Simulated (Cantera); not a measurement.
Input (Python, Cantera) and output of one run.

```python
import numpy as np
import cantera as ct

gas_names = [...]  # 169 gases of nasa_gas.yaml made of C, H, N, O
cond_names = """
    C(gr) C6H6(L) C7H8(L) C8H18(L),n-octa H2O(s) H2O(L)
""".split()


# ... load() reads the species with a 1 bar reference pressure and builds the phases ...
atoms = {
    'C2H6': {'C': 2, 'H': 6},
    'CO2': {'C': 1, 'O': 2},
    'N2': {'N': 2},
}
top_T = {'C(gr)': 4500}  # K; cautious upper limits of use, not melting points


# ... equilibrate(T, P, feed) seeds the gas with the atoms and calls Mixture.equilibrate('TP', solver="vcs", rtol=1e-11, max_steps=5000) ...
results = []
feed = {'C2H6': 1, 'CO2': 0.041, 'N2': 8.5}  # mol
P = 1333.22  # Pa
for T in [2000, 2250, 2500, 2750, 3000, 3250, 3500, 3750, 4000, 4250, 4500, 4750, 5000]:
    mix = equilibrate(T, P, feed)
    results.append((T, P, feed, dict(zip(mix.species_names, mix.species_moles))))
    x = sorted(zip(gas.X, gas.species_names), reverse=True)
    print(f"T = {T:g} K  P = {P:g} Pa  gas = {mix.phase_moles(0):.4g} mol")
    print("   x: " + "  ".join(f"{s} {v:.3e}" for v, s in x if v > 1e-05))
    print("   condensed (mol): " + ("  ".join(f"{mix.phase(i).name} {mix.phase_moles(i):.4g}"
          for i in range(1, mix.n_phases) if mix.phase_moles(i) > 1e-12) or "none"))
```

Result:

```
T = 2000 K  P = 1333.22 Pa  gas = 11.62 mol
   x: N2 7.280e-01  H2 2.511e-01  H 7.057e-03  CO 7.055e-03  HCN 6.304e-03  HNC 3.582e-04  C2H2,acetylene 1.929e-04
   condensed (mol): C(gr) 1.877
T = 2250 K  P = 1333.22 Pa  gas = 11.76 mol
   x: N2 7.147e-01  H2 2.310e-01  H 3.091e-02  HCN 1.435e-02  CO 6.970e-03  HNC 1.219e-03  C2H2,acetylene 7.732e-04  CN 7.486e-05  C2N2 1.048e-05
   condensed (mol): C(gr) 1.756
T = 2500 K  P = 1333.22 Pa  gas = 12.16 mol
   x: N2 6.848e-01  H2 1.840e-01  H 9.341e-02  HCN 2.514e-02  CO 6.746e-03  HNC 2.944e-03  C2H2,acetylene 1.991e-03  CN 7.387e-04  C2H 7.256e-05  C2N2 5.318e-05  C3 3.728e-05  C 1.248e-05
   condensed (mol): C(gr) 1.555
T = 2750 K  P = 1333.22 Pa  gas = 12.91 mol
   x: N2 6.366e-01  H 1.974e-01  H2 1.110e-01  HCN 3.320e-02  CO 6.350e-03  HNC 5.046e-03  CN 4.694e-03  C2H2,acetylene 3.124e-03  C3 1.265e-03  C2H 6.440e-04  C 2.832e-04  C2N2 1.931e-04  C2 1.224e-04  C4H2 3.655e-05  N 1.660e-05  C5 1.014e-05
   condensed (mol): C(gr) 1.243
T = 3000 K  P = 1333.22 Pa  gas = 14.17 mol
   x: N2 5.711e-01  H 2.896e-01  H2 4.485e-02  HCN 3.038e-02  CN 2.025e-02  C3 2.003e-02  CO 5.787e-03  HNC 5.733e-03  C 3.609e-03  C2H 2.791e-03  C2H2,acetylene 2.515e-03  C2 2.143e-03  C2N2 4.854e-04  C5 3.304e-04  N 9.115e-05  C4 6.425e-05  C4H2 5.884e-05  CNC 4.675e-05  CH 3.964e-05
   condensed (mol): none
T = 3250 K  P = 1333.22 Pa  gas = 15.04 mol
   x: N2 5.419e-01  H 3.509e-01  CN 3.189e-02  C3 1.849e-02  H2 1.593e-02  C 1.392e-02  HCN 1.127e-02  CO 5.452e-03  C2 4.834e-03  HNC 2.552e-03  C2H 1.694e-03  N 3.935e-04  C2H2,acetylene 3.222e-04  C2N2 2.221e-04  C5 1.135e-04  CNC 6.724e-05  CH 6.232e-05  C4 4.951e-05
   condensed (mol): none
T = 3500 K  P = 1333.22 Pa  gas = 15.62 mol
   x: N2 5.216e-01  H 3.685e-01  CN 3.929e-02  C 3.676e-02  C3 9.850e-03  C2 6.687e-03  CO 5.251e-03  H2 5.192e-03  HCN 3.579e-03  N 1.386e-03  HNC 9.460e-04  C2H 6.783e-04  C2N2 7.929e-05  CH 6.793e-05  CNC 6.351e-05  C2H2,acetylene 3.035e-05  C4 1.891e-05  C5 1.795e-05
   condensed (mol): none
T = 3750 K  P = 1333.22 Pa  gas = 16.05 mol
   x: N2 5.087e-01  H 3.688e-01  C 6.561e-02  CN 3.642e-02  C2 5.236e-03  CO 5.110e-03  N 4.149e-03  C3 2.589e-03  H2 1.804e-03  HCN 9.811e-04  HNC 2.963e-04  C2H 1.740e-04  CH 5.398e-05  CNC 3.589e-05  C2N2 1.946e-05
   condensed (mol): none
T = 4000 K  P = 1333.22 Pa  gas = 16.33 mol
   x: N2 5.013e-01  H 3.656e-01  C 8.598e-02  CN 2.705e-02  N 1.088e-02  CO 5.020e-03  C2 2.633e-03  H2 7.013e-04  C3 3.949e-04  HCN 2.482e-04  HNC 8.420e-05  CH 3.452e-05  C2H 3.263e-05  CNC 1.362e-05
   condensed (mol): none
T = 4250 K  P = 1333.22 Pa  gas = 16.57 mol
   x: N2 4.910e-01  H 3.614e-01  C 9.717e-02  N 2.542e-02  CN 1.848e-02  CO 4.945e-03  C2 1.137e-03  H2 3.019e-04  HCN 6.522e-05  C3 5.296e-05  HNC 2.449e-05  CH 2.063e-05  Electron 1.287e-05  C+ 1.283e-05
   condensed (mol): none
T = 4500 K  P = 1333.22 Pa  gas = 16.88 mol
   x: N2 4.707e-01  H 3.552e-01  C 1.027e-01  N 5.348e-02  CN 1.236e-02  CO 4.839e-03  C2 4.837e-04  H2 1.407e-04  Electron 3.339e-05  C+ 3.314e-05  O 1.930e-05  HCN 1.849e-05  CH 1.228e-05
   condensed (mol): none
T = 4750 K  P = 1333.22 Pa  gas = 17.35 mol
   x: N2 4.347e-01  H 3.456e-01  C 1.043e-01  N 1.020e-01  CN 8.175e-03  CO 4.639e-03  C2 2.104e-04  O 8.625e-05  Electron 7.729e-05  C+ 7.646e-05  H2 6.932e-05
   condensed (mol): none
T = 5000 K  P = 1333.22 Pa  gas = 18.1 mol
   x: N2 3.787e-01  H 3.314e-01  N 1.767e-01  C 1.029e-01  CN 5.312e-03  CO 4.207e-03  O 3.221e-04  Electron 1.629e-04  C+ 1.604e-04  C2 9.411e-05  H2 3.541e-05
   condensed (mol): none
```

These are equilibrium values from Cantera (NASA tables, ideal gas, pure condensed phases), not measurements of a reactor.
